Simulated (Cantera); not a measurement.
A Cantera script and its output.

```python
import numpy as np
import cantera as ct

gas = ct.Solution("gri30.yaml")
gas.TPX = 1300, 1333, {'H2': 0.17, 'O2': 1, 'N2': 2.6}
reactor = ct.IdealGasConstPressureReactor(gas, energy="off", clone=False)
net = ct.ReactorNet([reactor])
net.rtol, net.atol = 1e-08, 1e-18
show = ['H2', 'O2', 'H2O2', 'H', 'H2O', 'NO', 'NO2']
times = np.geomspace(0.0001, 100, 11)

steps = ct.SolutionArray(gas, extra=["t"])
rows = []
print(f"{'t/s':>10s}{'T/K':>9s}{'P/Pa':>11s}" + "".join(f"{s:>11s}" for s in show))
for t in times:
    while net.time < t:
        t_next = net.step()
        steps.append(gas.state, t=t_next)
    rows.append([np.interp(t, steps.t, y) for y in (steps.T, steps.P, *steps(*show).X.T)])
    print(f"{t:10.3e}{rows[-1][0]:9.1f}{rows[-1][1]:11.4g}" + "".join(f"{x:11.3e}" for x in rows[-1][2:]))
rate = np.gradient(steps.T, steps.t)
print("integrator steps:", len(steps.t))
if steps.T.max() > steps.T[0] + 200:
    print(f"time of steepest temperature rise: {steps.t[rate.argmax()]:.4e} s")
gas.TPX = 1300, 1333, {'H2': 0.17, 'O2': 1, 'N2': 2.6}
gas.equilibrate("TP")
print(f"equilibrium (TP): T = {gas.T:.1f} K  " + "  ".join(f"{s} {gas[s].X[0]:.3e}" for s in show))
```

It prints:

```
       t/s      T/K       P/Pa         H2         O2       H2O2          H        H2O         NO        NO2
 1.000e-04   1300.0       1333  4.509e-02  2.653e-01  2.560e-12  5.192e-09  1.094e-09  2.129e-19  1.149e-26
 3.981e-04   1300.0       1333  4.509e-02  2.653e-01  3.941e-11  4.171e-08  5.222e-08  1.442e-17  9.495e-24
 1.585e-03   1300.0       1333  4.501e-02  2.652e-01  6.480e-10  2.965e-05  5.729e-05  2.523e-14  1.519e-19
 6.310e-03   1300.0       1333  1.708e-03  2.348e-01  4.424e-08  1.183e-02  3.585e-02  1.594e-07  1.823e-12
 2.512e-02   1300.0       1333  1.489e-03  2.367e-01  4.556e-08  9.291e-03  3.761e-02  9.057e-07  1.148e-11
 1.000e-01   1300.0       1333  8.667e-04  2.418e-01  4.638e-08  3.757e-03  4.178e-02  2.144e-06  4.032e-11
 3.981e-01   1300.0       1333  1.650e-04  2.469e-01  2.991e-08  2.910e-04  4.523e-02  2.591e-06  1.596e-10
 1.585e+00   1300.0       1333  1.322e-05  2.481e-01  8.206e-09  6.539e-06  4.596e-02  2.618e-06  6.120e-10
 6.310e+00   1300.0       1333  1.349e-06  2.483e-01  1.654e-09  2.141e-07  4.608e-02  2.623e-06  9.201e-10
 2.512e+01   1300.0       1333  2.190e-07  2.483e-01  3.687e-10  1.407e-08  4.611e-02  2.624e-06  1.564e-09
 1.000e+02   1300.0       1333  7.593e-08  2.483e-01  1.547e-10  2.881e-09  4.612e-02  2.624e-06  3.330e-09
integrator steps: 1940
equilibrium (TP): T = 1300.0 K  H2 7.007e-08  O2 2.481e-01  H2O2 1.455e-10  H 2.553e-09  H2O 4.612e-02  NO 4.092e-04  NO2 5.552e-07
```

Computed with Cantera and GRI-Mech 3.0 (53 species, 325 reactions). Radical loss at walls, strong at low pressure, is not modelled. The temperature is held fixed by assumption; the heat of reaction is taken as removed at once.
